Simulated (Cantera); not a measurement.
Charge: 1 mol MgO, 0.43 mol H2, equilibrated at 6.60 Pa.

Equilibrium computed with Cantera from the NASA thermochemical tables; the gas is ideal and each condensed phase is pure. Candidate condensed phases: H2O, Mg, MgO, Mg(OH)2; 15 gas species. Kinetics and transport are ignored.

### Question
Which condensed phases are stable at each of these points (T (°C)): 1150, 1250, 1350, 1450, 1550, 1650, 1750, 1850, 1950, 2050?

### Answer
```
T (°C)  condensed phases  Mg condensed (%)
------  ----------------  ----------------
1150              MgO(s)              99.9
1250              MgO(s)              99.8
1350              MgO(s)              99.3
1450              MgO(s)              98.0
1550              MgO(s)              94.9
1650              MgO(s)              88.8
1750              MgO(s)              78.8
1850              MgO(s)              51.4
1950            gas only               0.0
2050            gas only               0.0
```

From 1150 °C to 1850 °C the condensed part is MgO(s). From 1950 °C to 2050 °C nothing is condensed.
